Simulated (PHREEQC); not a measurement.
Dissolve 0.27 mol/kgw CuSO4 and 0.00013 mol/kgw HNO3 at 47 °C. Closed to the air; pH follows from the charge balance.

Equilibrium calculation in PHREEQC: ion-association model, phreeqc.dat.

Precipitation was switched off in this run.

What pH does the model give?

pH 4.13.

In which forms is Cu present?

CuSO4 55 %, Cu+2 45 % of the Cu.

Constants without temperature data keep their 25 °C values here.
